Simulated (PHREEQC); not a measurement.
Make-up at 90 °C: 0.025 mol FeCl3 and 0.003 mol CuCl2 per kg of water. Closed to the air; pH follows from the charge balance.

Model: ion-association model, phreeqc.dat, run in PHREEQC.

This is a speciation only: nothing precipitates in the calculation.

Q: Order these Cu species by the share of Cu that they hold, largest first: CuCl+, Cu+2, CuCl2.

A: Cu+2 (52 %), CuCl+ (47 %), CuCl2 (1.7 %)

Q: Order these Fe species by the share of Fe that they hold, largest first: FeOH+2, FeCl+2, Fe(OH)2+, Fe2(OH)2+4, Fe+3.

A: FeOH+2 (37 %), FeCl+2 (29 %), Fe2(OH)2+4 (22 %), Fe+3 (7.8 %), Fe(OH)2+ (2.9 %)

The pH is 1.88 and the ionic strength 0.113 mol/kgw. Saturation is exceeded, for instance for Hematite (slow to form), Goethite (slow to form); the values hold only as long as no solid forms. At this temperature some constants are extrapolated from 25 °C, and those without enthalpy data are left unchanged.
